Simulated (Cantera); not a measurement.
Cantera with NASA thermochemical tables; ideal gases at 1 bar, condensed phases pure. Values are per mole of reaction as written; species without (g) are pure solids or liquids, kept so even where they would boil at 1 bar. TaC: taken at fixed stoichiometry.

C₂H₆(g) + 2 Ta → 3 H₂(g) + 2 TaC

| T (K) | ΔH° (kJ) | ΔS° (J/K) | ΔG° (kJ) | log10 K |
|---|---|---|---|---|
| 1850 | -174.7 | 217.1 | -576.4 | 16.27 |
| 1900 | ___ | ___ | ___ | ___ |
| 1950 | -174.7 | 217.1 | -598.1 | 16.02 |
| 2000 | -174.7 | 217.1 | -609.0 | 15.90 |
| 2050 | ___ | ___ | ___ | ___ |
| 2100 | -174.7 | 217.1 | -630.7 | 15.69 |
| 2150 | ___ | ___ | ___ | ___ |
| 2200 | -174.7 | 217.1 | -652.4 | 15.49 |
| 2250 | -174.7 | 217.1 | -663.3 | 15.40 |
| 2300 | -174.7 | 217.1 | -674.1 | 15.31 |
| 2350 | -174.8 | 217.1 | -685.0 | 15.22 |

Fill in the missing entries.


- 1900, ΔH° (kJ): -174.7
- 1900, ΔS° (J/K): 217.1
- 1900, ΔG° (kJ): -587.3
- 1900, log10 K: 16.14
- 2050, ΔH° (kJ): -174.7
- 2050, ΔS° (J/K): 217.1
- 2050, ΔG° (kJ): -619.8
- 2050, log10 K: 15.79
- 2150, ΔH° (kJ): -174.7
- 2150, ΔS° (J/K): 217.1
- 2150, ΔG° (kJ): -641.5
- 2150, log10 K: 15.59
